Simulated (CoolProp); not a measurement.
Carbon monoxide along the isotherm -122.45 °C: fugacity coefficient from the reference equation and from simpler models built on Tc = -140.3 °C, pc = 34.98 bar, ω = 0.050; each cubic takes its own stable root.

Computed with CoolProp (reference Helmholtz-energy equation of state, Lemmon 2006). It is a short technical equation, of lower accuracy than the large ones.

| p (bar) | phase | reference | van der Waals | Redlich-Kwong | Soave-Redlich-Kwong | Peng-Robinson |
|---|---|---|---|---|---|---|
| 0.277 | gas | 0.9982 | 0.9983 | 0.9981 | 0.9982 | 0.9979 |
| 0.568 | gas | 0.9963 | 0.9965 | 0.9962 | 0.9962 | 0.9957 |
| 1.17 | gas | 0.9923 | 0.9927 | 0.9921 | 0.9922 | 0.9911 |
| 2.39 | gas | 0.9844 | 0.9852 | 0.9840 | 0.9842 | 0.9819 |
| 4.92 | gas | 0.9680 | 0.9695 | 0.9672 | 0.9676 | 0.9630 |
| 10.1 | gas | 0.9349 | 0.9376 | 0.9332 | 0.9342 | 0.9252 |
| 20.7 | gas | 0.8686 | 0.8729 | 0.8655 | 0.8675 | 0.8509 |
| 42.6 | supercritical | 0.7377 | 0.7391 | 0.7327 | 0.7369 | 0.7099 |
| 87.5 | supercritical | 0.5227 | 0.5228 | 0.5235 | 0.5311 | 0.4992 |
